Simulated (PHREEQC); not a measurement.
Synthetic water in mmol/kgw, 15 °C, pH 6.97, pe 8.8: Na 0.0225; K 1.19e-08; Ca 0.0119; Mg 0.000299; Cl 0.0189; S(6) 0.00411; Alkalinity (meq/kgw) 0.0213; Cu(2) 0.000138; Si 7.94e-05; N(5) 0.000215; Ba 6.4e-05; Li 0.00103; B 3.72e-05.

Valence states are taken as typed.

Model: ion-association model, phreeqc.dat, run in PHREEQC.

```
Item                           Result
--------------------  ---------------
ionic strength        6.48e-5 mol/kgw
charge-balance error           -0.3 %
```

| species | molality | activity | log γ |
|---|---|---|---|
| Na+ | 2.25e-5 | 2.23e-5 | -0.004 |
| HCO3- | 2.12e-5 | 2.10e-5 | -0.004 |
| Cl- | 1.89e-5 | 1.87e-5 | -0.004 |
| Ca+2 | 1.19e-5 | 1.15e-5 | -0.016 |
| CO2 | 5.90e-6 | 5.90e-6 | 0.000 |
| SO4-2 | 4.10e-6 | 3.95e-6 | -0.016 |
| Li+ | 1.03e-6 | 1.02e-6 | -0.004 |
| Mg+2 | 2.99e-7 | 2.88e-7 | -0.016 |
| NO3- | 2.15e-7 | 2.13e-7 | -0.004 |
| H+ | 1.08e-7 | 1.07e-7 | -0.004 |

This is a speciation only: nothing precipitates in the calculation. The database's constant for dissolved Cu(OH)2 is higher than later reviews accept.
